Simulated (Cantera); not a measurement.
**Stirred combustor or abatement burner**

A perfectly stirred reactor is fed with CH₄ : CO : O₂ : N₂ = 1 : 0.059 : 5.07 : 12.7 (molar parts), at 0.830 bar; it is adiabatic with a 700 K inlet, and is followed from long to short residence time, starting on the burning branch (τ in s: 0.14, 0.057, 0.024, 0.0097, 0.004, 0.0017, 0.00069, 0.00029, 0.00012, 4.9e-05, 2e-05, 8.5e-06).

Model: GRI-Mech 3.0 (53 species, 325 reactions), integrated in Cantera.

| τ (s) | T (K) | x CH₄ | x CO | x O₂ | x H₂O | x N₂O | x CO₂ |
|---|---|---|---|---|---|---|---|
| 0.14 | 1878 | 5.70e-6 | 0.000231 | 0.161 | 0.105 | 3.37e-7 | 0.0561 |
| 0.057 | 1874 | 1.08e-5 | 0.000400 | 0.161 | 0.105 | 4.48e-7 | 0.0559 |
| 0.024 | 1868 | 1.90e-5 | 0.000699 | 0.161 | 0.105 | 5.67e-7 | 0.0555 |
| 0.0097 | 1857 | 3.39e-5 | 0.00126 | 0.161 | 0.104 | 6.42e-7 | 0.0549 |
| 0.0040 | 1839 | 6.00e-5 | 0.00224 | 0.161 | 0.103 | 6.32e-7 | 0.0538 |
| 0.0017 | 1811 | 0.000107 | 0.00388 | 0.161 | 0.102 | 5.62e-7 | 0.0520 |
| 0.00069 | 1768 | 0.000209 | 0.00687 | 0.162 | 0.100 | 4.64e-7 | 0.0487 |
| 0.00029 | 1704 | 0.000455 | 0.0120 | 0.164 | 0.0984 | 3.62e-7 | 0.0430 |
| 0.00012 | 1602 | 0.00141 | 0.0220 | 0.172 | 0.0949 | 2.25e-7 | 0.0316 |
| 4.9e-5 | 700 | 0.0531 | 0.00313 | 0.269 | <1e-12 | <1e-12 | <1e-12 |
| 2.0e-5 | 700 | 0.0531 | 0.00313 | 0.269 | <1e-12 | <1e-12 | <1e-12 |
| 8.5e-6 | 700 | 0.0531 | 0.00313 | 0.269 | <1e-12 | <1e-12 | <1e-12 |
x: mole fraction; the columns are a selection and need not sum to one.
